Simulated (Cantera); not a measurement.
A Cantera script and what it prints.

```python
import numpy as np
import cantera as ct

gas_names = [...]  # 113 gases of nasa_gas.yaml made of C, H, O, Pb
cond_names = """
    C(gr) C6H6(L) C7H8(L) C8H18(L),n-octa H2O(s) H2O(L) Pb(cr) Pb(L) PbO(rd) PbO(yw) PbO(L) PbO2(s)
    Pb3O4(s)
""".split()


# ... load() reads the species with a 1 bar reference pressure and builds the phases ...
atoms = {
    'PbO': {'Pb': 1, 'O': 1},
    'CO': {'C': 1, 'O': 1},
    'H2': {'H': 2},
}
top_T = {'C(gr)': 4500, 'Pb3O4(s)': 820}  # K; cautious upper limits of use, not melting points


# ... equilibrate(T, P, feed) seeds the gas with the atoms and calls Mixture.equilibrate('TP', solver="vcs", rtol=1e-11, max_steps=5000) ...
results = []
feed = {'PbO': 1, 'CO': 3.2, 'H2': 0.21}  # mol
P = 133.322  # Pa
for T in [925, 950, 975, 1000, 1025, 1050, 1075, 1100, 1125, 1150, 1175, 1200]:
    mix = equilibrate(T, P, feed)
    results.append((T, P, feed, dict(zip(mix.species_names, mix.species_moles))))
    x = sorted(zip(gas.X, gas.species_names), reverse=True)
    print(f"T = {T:g} K  P = {P:g} Pa  gas = {mix.phase_moles(0):.4g} mol")
    print("   x: " + "  ".join(f"{s} {v:.3e}" for v, s in x if v > 0.001))
    print("   condensed (mol): " + ("  ".join(f"{mix.phase(i).name} {mix.phase_moles(i):.4g}"
          for i in range(1, mix.n_phases) if mix.phase_moles(i) > 1e-12) or "none"))
```

Output:

```
T = 925 K  P = 133.322 Pa  gas = 3.417 mol
   x: CO 6.547e-01  CO2 2.819e-01  H2 5.067e-02  H2O 1.079e-02  Pb 2.004e-03
   condensed (mol): Pb(L) 0.9932
T = 950 K  P = 133.322 Pa  gas = 3.423 mol
   x: CO 6.546e-01  CO2 2.803e-01  H2 4.952e-02  H2O 1.184e-02  Pb 3.774e-03
   condensed (mol): Pb(L) 0.9871
T = 975 K  P = 133.322 Pa  gas = 3.434 mol
   x: CO 6.536e-01  CO2 2.784e-01  H2 4.829e-02  H2O 1.287e-02  Pb 6.876e-03
   condensed (mol): Pb(L) 0.9764
T = 1000 K  P = 133.322 Pa  gas = 3.452 mol
   x: CO 6.512e-01  CO2 2.758e-01  H2 4.697e-02  H2O 1.386e-02  Pb 1.215e-02
   condensed (mol): Pb(L) 0.9581
T = 1025 K  P = 133.322 Pa  gas = 3.483 mol
   x: CO 6.465e-01  CO2 2.724e-01  H2 4.551e-02  Pb 2.086e-02  H2O 1.479e-02
   condensed (mol): Pb(L) 0.9273
T = 1050 K  P = 133.322 Pa  gas = 3.533 mol
   x: CO 6.382e-01  CO2 2.674e-01  H2 4.384e-02  Pb 3.490e-02  H2O 1.559e-02
   condensed (mol): Pb(L) 0.8767
T = 1075 K  P = 133.322 Pa  gas = 3.616 mol
   x: CO 6.246e-01  CO2 2.603e-01  Pb 5.696e-02  H2 4.186e-02  H2O 1.622e-02
   condensed (mol): Pb(L) 0.794
T = 1100 K  P = 133.322 Pa  gas = 3.751 mol
   x: CO 6.031e-01  CO2 2.500e-01  Pb 9.088e-02  H2 3.942e-02  H2O 1.657e-02
   condensed (mol): Pb(L) 0.6591
T = 1125 K  P = 133.322 Pa  gas = 3.974 mol
   x: CO 5.701e-01  CO2 2.351e-01  Pb 1.419e-01  H2 3.635e-02  H2O 1.649e-02
   condensed (mol): Pb(L) 0.4359
T = 1150 K  P = 133.322 Pa  gas = 4.357 mol
   x: CO 5.208e-01  Pb 2.173e-01  CO2 2.137e-01  H2 3.240e-02  H2O 1.580e-02
   condensed (mol): Pb(L) 0.05313
T = 1175 K  P = 133.322 Pa  gas = 4.41 mol
   x: CO 5.152e-01  Pb 2.267e-01  CO2 2.104e-01  H2 3.127e-02  H2O 1.635e-02
   condensed (mol): none
T = 1200 K  P = 133.322 Pa  gas = 4.41 mol
   x: CO 5.159e-01  Pb 2.267e-01  CO2 2.097e-01  H2 3.056e-02  H2O 1.706e-02
   condensed (mol): none
```

These are equilibrium values from Cantera (NASA tables, ideal gas, pure condensed phases), not measurements of a reactor.
